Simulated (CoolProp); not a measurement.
CH3F (R41) at 293.15 K and 1.08 MPa is compressed adiabatically to 1.82 MPa with isentropic efficiency 0.7. Each further row changes one setting.

Computed with CoolProp (reference Helmholtz-energy equation of state, Lemmon 2006). It is a short technical equation, of lower accuracy than the large ones.

```tsv
case	work (kJ/kg)	final temperature (K)	final density (kg/m³)
as stated	[?]	341.2	[?]
efficiency 1	[?]	[?]	[?]
efficiency 0.65	[?]	[?]	[?]
```

What belongs in the gaps?


- as stated, work (kJ/kg): 50.7
- as stated, final density (kg/m³): 24.2
- efficiency 1, work (kJ/kg): 35.5
- efficiency 1, final temperature (K): 330.3
- efficiency 1, final density (kg/m³): 25.4
- efficiency 0.65, work (kJ/kg): 54.6
- efficiency 0.65, final temperature (K): 344.0
- efficiency 0.65, final density (kg/m³): 24.0
